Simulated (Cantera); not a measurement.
An isothermal plug-flow reactor at 973 K and 3.50 bar (inlet), inlet velocity 2.5 m/s, active area per volume 110 1/m; feed H₂ : O₂ : N₂ : H₂O = 0.0062 : 0.12 : 0.79 : 0.014 (molar parts).

Cantera simulation using Deutschmann's 1995 Pt surface mechanism with GRI-Mech 3.0 gas chemistry; the numbers are that mechanism's predictions, not measurements. Catalytic surfaces can have several steady states; this one follows from the mechanism file's or the stated starting coverage. Mass transfer to the wall is taken as infinitely fast.

One state of this run: x H₂ = 0.000235; x O₂ = 0.126; x H₂O = 0.0215; θ free Pt = 0.109; θ O* = 0.887; θ OH* = 0.00424. x: gas mole fraction; θ: surface coverage.

Question: Which value of z (m) does it belong to?
A) 0.00064
B) 0.00033
C) 0.017
D) 0.0024

Answer: C, 0.017
